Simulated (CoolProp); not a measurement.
Vapour-liquid equilibrium of benzene (1) + p-xylene (2) at 14.4 bar; x and y are mole fractions of (1).

Values from CoolProp's multi-fluid Helmholtz-energy mixture model, Thol 2012 and Zhou 2012; pair parameters Bell 2016.

Question: Give the bubble temperature and the first vapour's composition at x = 0.5, 0.65, 0.8. Is there an azeotrope?

Answer: x = 0.5: 504.4 K, y = 0.698; x = 0.65: 493.8 K, y = 0.817; x = 0.8: 484.3 K, y = 0.909. No azeotrope shows between x = 0.05 and 0.95.

Pair parameters are fitted to limited data, so mixtures are less certain than the pure fluids.
